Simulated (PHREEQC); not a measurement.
K2CO3 is added in steps, without added water, to 1 kg of water holding 0.0022 mol CsOH, 0.073 mol NaAlO2 and 0.00046 mol Na2CO3, at 25 °C. O2 is buffered at 0.21 atm. CO2 is held at log p = -3.4 (atm). Only these solids could form: Al(OH)3(a), Nahcolite, Natron.

Base run: PHREEQC, ion-association model, wateq4f.dat. Each further column changes one thing. The table gives pH.

| K2CO3 added (mol) | base | temperature from 25 to 35 °C | diluted 5-fold with water | NaAlO2 replaced by Na2HPO4 at the same molality | no solid may form |
|---|---|---|---|---|---|
| 0 | 9.62 | 9.58 | 9.18 | 8.62 | 8.58 |
| 0.011 | 9.69 | 9.64 | 9.47 | 9.24 | 9.31 |
| 0.022 | 9.74 | 9.69 | 9.60 | 9.43 | 9.50 |
| 0.0275 | 9.76 | 9.72 | 9.64 | 9.48 | 9.55 |
| 0.0385 | 9.79 | 9.75 | 9.71 | 9.57 | 9.64 |
| 0.0495 | 9.82 | 9.79 | 9.76 | 9.63 | 9.70 |
| 0.0605 | 9.85 | 9.81 | 9.80 | 9.68 | 9.75 |
| 0.0715 | 9.87 | 9.84 | 9.84 | 9.73 | 9.79 |
| 0.0825 | 9.89 | 9.86 | 9.86 | 9.76 | 9.82 |
| 0.088 | 9.90 | 9.87 | 9.88 | 9.78 | 9.83 |
| 0.099 | 9.92 | 9.89 | 9.90 | 9.80 | 9.86 |
| 0.11 | 9.94 | 9.91 | 9.92 | 9.83 | 9.88 |

 H3PO4, which wateq4f.dat lacks, is added to it with the constant of phreeqc.dat. In at least one series the solution becomes supersaturated in solids that the run did not let form, among them Al(OH)3(a). Solids allowed in the column 'NaAlO2 replaced by Na2HPO4 at the same molality': Nahcolite, Natron.
